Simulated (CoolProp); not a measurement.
A closed Brayton cycle with carbon dioxide: compressor inlet 333.15 K and 9 MPa, high pressure 29.8 MPa, turbine inlet 940 K, compressor efficiency 0.8, turbine efficiency 0.93, recuperator effectiveness 0.8 (on enthalpy, no pinch check). Each further row changes one setting.

Model: reference Helmholtz-energy equation of state, Span 1996, in CoolProp.

| case | thermal efficiency (%) | net work (kJ/kg) | compressor to turbine work | compressor exit (K) | turbine exit (K) |
|---|---|---|---|---|---|
| as stated | 32.7 | 113 | 0.39 | 438.5 | 780.5 |
| turbine inlet 890 K | 31.5 | (withheld) | 0.42 | 438.5 | 736.0 |
| compressor inlet 343.15 K | 31.5 | 105 | 0.43 | 456.1 | 780.5 |
| high pressure 25.3 MPa | 31.3 | (withheld) | (withheld) | (withheld) | 801.5 |
| recuperator effectiveness 0.5 | 24.3 | 113 | 0.39 | 438.5 | 780.5 |

Problem. Fill in the missing entries.

Solution. 
- turbine inlet 890 K, net work (kJ/kg): 102
- high pressure 25.3 MPa, net work (kJ/kg): 101
- high pressure 25.3 MPa, compressor to turbine work: 0.37
- high pressure 25.3 MPa, compressor exit (K): 423.5
